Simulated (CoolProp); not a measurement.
Vapour-liquid equilibrium of sulfur dioxide (1) + toluene (2) at 85.75 °C; x and y are mole fractions of (1).

Model: multi-fluid Helmholtz-energy mixture model, Gao 2016 and Lemmon 2006; pair parameters Bell 2016, in CoolProp.

```tsv
x	bubble pressure, mixture model (MPa)	bubble pressure, Raoult's law (MPa)	y, mixture model	y, Raoult's law
0.05	0.1141	0.1473	0.597	0.695
0.125	0.2306	0.2975	0.811	0.861
0.2	0.3629	0.4477	0.887	0.916
0.275	0.5065	0.5978	0.924	0.943
0.35	0.6570	0.7480	0.945	0.959
0.425	0.8108	0.8982	0.959	0.970
0.5	0.9654	1.048	0.969	0.977
0.575	1.119	1.199	0.976	0.983
0.65	1.273	1.349	0.981	0.988
0.725	1.427	1.499	0.986	0.991
0.8	1.585	1.649	0.990	0.994
0.875	1.749	1.799	0.994	0.997
0.95	1.924	1.949	0.997	0.999
```

The largest gap from Raoult's law is -22.5 % in bubble pressure, at x = 0.05. No azeotrope shows between x = 0.05 and 0.95.

The pair parameters rest on a limited set of measurements; away from them the model extrapolates.
